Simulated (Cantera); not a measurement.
Input: 1 mol SrCl2, 0.33 mol N2, equilibrated at 1.00 Torr.

Cantera equilibrium calculation (NASA polynomials, part measured and part estimated; ideal gas, pure solids and liquids). Candidate condensed phases: Sr, SrCl2; 7 gas species. Kinetics and transport are ignored.

### Question
Which condensed phases are stable at each of these points (T (K)): 948, 998, 1048, 1098, 1148, 1198, 1248, 1298, 1348, 1398, 1448, 1498, 1548?

### Answer
| T (K) | condensed phases | Sr condensed (%) |
|---|---|---|
| 948 | SrCl2(s) | 100.0 |
| 998 | SrCl2(s) | 100.0 |
| 1048 | SrCl2(s) | 100.0 |
| 1098 | SrCl2(s) | 100.0 |
| 1148 | SrCl2(l) | 100.0 |
| 1198 | SrCl2(l) | 100.0 |
| 1248 | SrCl2(l) | 99.9 |
| 1298 | SrCl2(l) | 99.7 |
| 1348 | SrCl2(l) | 99.2 |
| 1398 | SrCl2(l) | 97.8 |
| 1448 | SrCl2(l) | 94.3 |
| 1498 | SrCl2(l) | 84.1 |
| 1548 | SrCl2(l) | 29.0 |

From 948 K to 1098 K the condensed part is SrCl2(s). From 1148 K to 1548 K the condensed part is SrCl2(l).
